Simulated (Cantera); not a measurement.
A closed system holds: 1 mol Mg(OH)₂, 0.01 mol C, 0.77 mol H₂, held at 2148.15 K and 0.00133 bar.

Method: chemical equilibrium by Gibbs-energy minimisation in Cantera with the NASA 1993 tables (ideal gas, pure condensed phases). Candidate condensed phases: C, C₆H₆, C₇H₈, C₈H₁₈, H₂O, Mg, MgCO₃, MgO, Mg(OH)₂; 116 gas species. The tables' values for MgH are old estimates; treat these amounts as uncertain. The numbers say what is thermodynamically allowed, not how fast it happens.

**Question.** What is the equilibrium state?

**Answer.** 
```
Item                                       Result
--------------------------------------  ---------
x(H₂O)                                      0.534
x(H₂)                                       0.327
x(H)                                       0.0653
x(Mg)                                      0.0499
x(OH)                                      0.0137
x(CO)                                     0.00386
x(O)                                      0.00194
x(O₂)                                     0.00134
x(CO₂)                                    0.00123
n(MgO(s))                               0.900 mol
gas amount                              1.963 mol
log10 activity of Mg(l) (absent)            -5.90
log10 activity of C(graphite) (absent)      -9.67
```
